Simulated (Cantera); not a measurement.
An adiabatic, constant-volume homogeneous reactor starts with CO : H2 : CH4 : O2 : N2 = 1 : 0.061 : 0.45 : 1.3 : 4.29 (molar parts), equivalence ratio 1.1, at 1725 K and 11.0 bar. Integrator tolerance rtol = 1e-08.

Computed with Cantera and GRI-Mech 3.0 (53 species, 325 reactions). Above 3000 K some thermodynamic fits are extrapolated.

Q: What does this change do: pressure from 11.0 bar to 21.0 bar?

A: 
```tsv
quantity	before	after
time of steepest temperature rise	16.1 µs	9.75 µs
temperature at 0.900 s	3241 K	3309 K
equilibrium temperature	3241 K	3309 K
x(CO) at 0.900 s	0.105 (gas-phase equilibrium 0.105)	0.102 (gas-phase equilibrium 0.102)
x(H2) at 0.900 s	0.0142 (gas-phase equilibrium 0.0142)	0.0133 (gas-phase equilibrium 0.0133)
x(CH4) at 0.900 s	<1e-12 (gas-phase equilibrium <1e-12)	<1e-12 (gas-phase equilibrium 1.14e-12)
x(CH3) at 0.900 s	3.05e-12 (gas-phase equilibrium 3.93e-12)	6.69e-12 (gas-phase equilibrium 8.48e-12)
x(NO) at 0.900 s	0.0184 (gas-phase equilibrium 0.0184)	0.0190 (gas-phase equilibrium 0.0190)
```
The pressure lies above the range GRI-Mech 3.0 was tuned for (to about 10 atm).

Q: What does this change do: initial temperature 1725 to 1025 K?

A: 
```tsv
quantity	before	after
time of steepest temperature rise	16.1 µs	15.4 ms
temperature at 0.900 s	3241 K	3049 K
equilibrium temperature	3241 K	3049 K
x(CO) at 0.900 s	0.105 (gas-phase equilibrium 0.105)	0.0773 (gas-phase equilibrium 0.0773)
x(H2) at 0.900 s	0.0142 (gas-phase equilibrium 0.0142)	0.00943 (gas-phase equilibrium 0.00943)
x(CH4) at 0.900 s	<1e-12 (gas-phase equilibrium <1e-12)	<1e-12 (gas-phase equilibrium <1e-12)
x(CH3) at 0.900 s	3.05e-12 (gas-phase equilibrium 3.93e-12)	1.35e-12 (gas-phase equilibrium 1.69e-12)
x(NO) at 0.900 s	0.0184 (gas-phase equilibrium 0.0184)	0.0118 (gas-phase equilibrium 0.0118)
```
